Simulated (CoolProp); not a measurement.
Carbon monoxide along the isobar 4720 kPa: density (kg/m³) from the reference equation and from simpler models built on Tc = -140.3 °C, pc = 3498 kPa, ω = 0.050; each cubic takes its own stable root.

Values from CoolProp's reference Helmholtz-energy equation of state, Lemmon 2006. It is a short technical equation, of lower accuracy than the large ones.

| T (°C) | phase | reference |
|---|---|---|
| -184.05 | liquid | 772.8 |
| -164.75 | liquid | 680.7 |
| -145.45 | liquid | 548.6 |
| -126.05 | supercritical | 191.6 |
| -106.75 | supercritical | 125.9 |
| -87.45 | supercritical | 101.2 |
| -68.15 | supercritical | 86.38 |
| -48.85 | supercritical | 76.12 |
| -29.45 | supercritical | 68.37 |

Task: How far does each simpler model (Redlich-Kwong, Soave-Redlich-Kwong, Peng-Robinson) lie from the reference over these 9 states: mean and median of the absolute difference, and the worst?

Result: 
- Redlich-Kwong: mean 1.6 %, median 0.8 %, worst -7.7 % at -145.45 °C and 4720 kPa
- Soave-Redlich-Kwong: mean 1.7 %, median 1.0 %, worst -7.4 % at -145.45 °C and 4720 kPa
- Peng-Robinson: mean 4.7 %, median 3.4 %, worst +12.7 % at -184.05 °C and 4720 kPa
